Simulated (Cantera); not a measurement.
A Cantera script and what it prints.

```python
import numpy as np
import cantera as ct

gas_names = [...]  # 110 gases of nasa_gas.yaml made of C, H, O
cond_names = """
    C(gr) C6H6(L) C7H8(L) C8H18(L),n-octa H2O(s) H2O(L)
""".split()


# ... load() reads the species with a 1 bar reference pressure and builds the phases ...
atoms = {
    'acetone': {'C': 3, 'H': 6, 'O': 1},
    'H2O': {'H': 2, 'O': 1},
    'H2': {'H': 2},
}
top_T = {'C(gr)': 4500}  # K; cautious upper limits of use, not melting points


# ... equilibrate(T, P, feed) seeds the gas with the atoms and calls Mixture.equilibrate('TP', solver="vcs", rtol=1e-11, max_steps=5000) ...
results = []
P = 890000  # Pa
for T in [2200, 2300, 2400, 2500, 2600, 2700, 2800, 2900, 3000]:
    for m in [1.2, 2.3, 3.3, 4.4, 5.5, 6.5, 7.6, 8.6, 9.7, 11]:
        feed = {'acetone': 1, 'H2O': 0.81, 'H2': m}  # mol
        mix = equilibrate(T, P, feed)
        results.append((T, P, feed, dict(zip(mix.species_names, mix.species_moles))))

for T, P, feed, n in results:
    print(f"{T:7g} {feed['H2']:10.4g}  " + (" + ".join(c for c in cond_names if n.get(c, 0) > 1e-12) or "gas only"))
```

It prints:

```
   2200        1.2  C(gr)
   2200        2.3  C(gr)
   2200        3.3  C(gr)
   2200        4.4  C(gr)
   2200        5.5  C(gr)
   2200        6.5  C(gr)
   2200        7.6  C(gr)
   2200        8.6  C(gr)
   2200        9.7  C(gr)
   2200         11  C(gr)
   2300        1.2  C(gr)
   2300        2.3  C(gr)
   2300        3.3  C(gr)
   2300        4.4  C(gr)
   2300        5.5  C(gr)
   2300        6.5  C(gr)
   2300        7.6  C(gr)
   2300        8.6  C(gr)
   2300        9.7  C(gr)
   2300         11  C(gr)
   2400        1.2  C(gr)
   2400        2.3  C(gr)
   2400        3.3  C(gr)
   2400        4.4  C(gr)
   2400        5.5  C(gr)
   2400        6.5  C(gr)
   2400        7.6  C(gr)
   2400        8.6  C(gr)
   2400        9.7  C(gr)
   2400         11  C(gr)
   2500        1.2  C(gr)
   2500        2.3  C(gr)
   2500        3.3  C(gr)
   2500        4.4  C(gr)
   2500        5.5  C(gr)
   2500        6.5  C(gr)
   2500        7.6  C(gr)
   2500        8.6  C(gr)
   2500        9.7  C(gr)
   2500         11  C(gr)
   2600        1.2  C(gr)
   2600        2.3  C(gr)
   2600        3.3  C(gr)
   2600        4.4  C(gr)
   2600        5.5  C(gr)
   2600        6.5  C(gr)
   2600        7.6  C(gr)
   2600        8.6  C(gr)
   2600        9.7  C(gr)
   2600         11  C(gr)
   2700        1.2  C(gr)
   2700        2.3  C(gr)
   2700        3.3  C(gr)
   2700        4.4  C(gr)
   2700        5.5  C(gr)
   2700        6.5  C(gr)
   2700        7.6  C(gr)
   2700        8.6  C(gr)
   2700        9.7  C(gr)
   2700         11  C(gr)
   2800        1.2  C(gr)
   2800        2.3  C(gr)
   2800        3.3  C(gr)
   2800        4.4  C(gr)
   2800        5.5  C(gr)
   2800        6.5  C(gr)
   2800        7.6  C(gr)
   2800        8.6  C(gr)
   2800        9.7  C(gr)
   2800         11  C(gr)
   2900        1.2  C(gr)
   2900        2.3  C(gr)
   2900        3.3  C(gr)
   2900        4.4  C(gr)
   2900        5.5  C(gr)
   2900        6.5  C(gr)
   2900        7.6  C(gr)
   2900        8.6  C(gr)
   2900        9.7  gas only
   2900         11  gas only
   3000        1.2  C(gr)
   3000        2.3  C(gr)
   3000        3.3  C(gr)
   3000        4.4  C(gr)
   3000        5.5  C(gr)
   3000        6.5  gas only
   3000        7.6  gas only
   3000        8.6  gas only
   3000        9.7  gas only
   3000         11  gas only
```

Method: chemical equilibrium by Gibbs-energy minimisation in Cantera with the NASA 1993 tables (ideal gas, pure condensed phases). The feed counts by its element totals alone.
